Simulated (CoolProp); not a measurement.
Vapour-liquid equilibrium of ethylene (1) + propane (2) at 0.227 bar; x and y are mole fractions of (1).

Values from CoolProp's multi-fluid Helmholtz-energy mixture model, Smukala 2000 and Lemmon 2009; pair parameters Bell 2016.

| x | bubble temperature (K) | y at the bubble point | dew temperature at overall composition x (K) | liquid density (mol/L) |
|---|---|---|---|---|
| 0.05 | 186.8 | (withheld) | (withheld) | 14.48 |
| 0.125 | 174.3 | 0.875 | 199.8 | 15.13 |
| 0.2 | 167.3 | 0.938 | 198.4 | 15.66 |
| 0.275 | 162.8 | 0.963 | 196.9 | 16.16 |
| 0.35 | 159.5 | (withheld) | 195.2 | 16.64 |
| 0.425 | 157.1 | 0.983 | 193.5 | 17.12 |
| 0.5 | 155.2 | (withheld) | 191.5 | 17.61 |
| 0.575 | 153.6 | 0.991 | 189.2 | 18.11 |
| 0.65 | 152.3 | 0.993 | 186.6 | 18.62 |
| 0.725 | 151.2 | 0.995 | 183.5 | 19.15 |
| 0.8 | 150.2 | 0.997 | 179.6 | 19.71 |
| 0.875 | 149.2 | 0.998 | 174.3 | 20.28 |
| 0.95 | 148.2 | 0.999 | 165.3 | 20.89 |

Task: Complete the blanks.

Result: 
- 0.05, y at the bubble point: 0.644
- 0.05, dew temperature at overall composition x (K): 201.1
- 0.35, y at the bubble point: 0.976
- 0.5, y at the bubble point: 0.988

No azeotrope shows between x = 0.05 and 0.95.

Pair parameters are fitted to limited data, so mixtures are less certain than the pure fluids.
